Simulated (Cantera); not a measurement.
Input (Python, Cantera) and output of one run.

```python
import numpy as np
import cantera as ct

gas_names = """
    B BH BH2 BH3 BN BO BO2 B2 B2O B2O2 B2O3 B3O3H3 H HBO HBO2 HNO HNO2 HNO3 HO2 H2 H2O H2O2 H3B3O6 N NH
    NH2 NH3 NH2OH NO NO2 NO3 N2 N2H2 N2H4 N2O O OH O2 O3
""".split()
cond_names = """
    B(b) B(L) BN(s) B2O3(L) B3O3H3(cr) H2O(s) H2O(L)
""".split()


# ... load() reads the species with a 1 bar reference pressure and builds the phases ...
atoms = {
    'B2O3': {'B': 2, 'O': 3},
    'H2O': {'H': 2, 'O': 1},
    'N2': {'N': 2},
}
top_T = {'BN(s)': 3200}  # K; cautious upper limits of use, not melting points


# ... equilibrate(T, P, feed) seeds the gas with the atoms and calls Mixture.equilibrate('TP', solver="vcs", rtol=1e-11, max_steps=5000) ...
results = []
feed = {'B2O3': 1, 'H2O': 4.5, 'N2': 28}  # mol
P = 14  # Pa
for T in [2200, 2225, 2250, 2275, 2300, 2325, 2350, 2375, 2400]:
    mix = equilibrate(T, P, feed)
    results.append((T, P, feed, dict(zip(mix.species_names, mix.species_moles))))

top = {s: max(r[3][s] / sum(r[3][g] for g in gas_names) for r in results) for s in gas_names}
cols = sorted((s for s in top if top[s] > 1e-06), key=lambda s: -top[s])[:8]
seen = [c for c in cond_names if any(r[3].get(c, 0) > 1e-12 for r in results)]
print("log10 of partial pressures in bar; condensed amounts in mol")
print(f"{'T/K':>10s}" + "".join(f"{s[:9]:>10s}" for s in cols + seen))
for T, P, feed, n in results:
    ng = sum(n[g] for g in gas_names)
    print(f"{T:10.4g}" + "".join(f"{np.log10(max(n[s] / ng * P / 1e5, 1e-99)):10.3f}" for s in cols)
          + "".join(f"{n.get(c, 0):10.4g}" for c in seen))
```

Output:

```
log10 of partial pressures in bar; condensed amounts in mol
       T/K        N2         H         O       H2O        BO        H2      HBO2       BO2
      2200    -3.978    -4.956    -5.423    -5.326    -5.953    -5.414    -5.426    -5.743
      2225    -3.984    -4.900    -5.351    -5.398    -5.858    -5.422    -5.481    -5.717
      2250    -3.990    -4.848    -5.284    -5.479    -5.768    -5.438    -5.545    -5.698
      2275    -3.997    -4.802    -5.221    -5.569    -5.685    -5.461    -5.620    -5.688
      2300    -4.003    -4.760    -5.163    -5.668    -5.609    -5.492    -5.705    -5.686
      2325    -4.010    -4.724    -5.110    -5.777    -5.541    -5.530    -5.802    -5.693
      2350    -4.016    -4.692    -5.062    -5.896    -5.481    -5.577    -5.912    -5.711
      2375    -4.022    -4.666    -5.018    -6.025    -5.430    -5.630    -6.034    -5.739
      2400    -4.027    -4.643    -4.979    -6.163    -5.386    -5.690    -6.169    -5.778
```

Method: chemical equilibrium by Gibbs-energy minimisation in Cantera with the NASA 1993 tables (ideal gas, pure condensed phases).
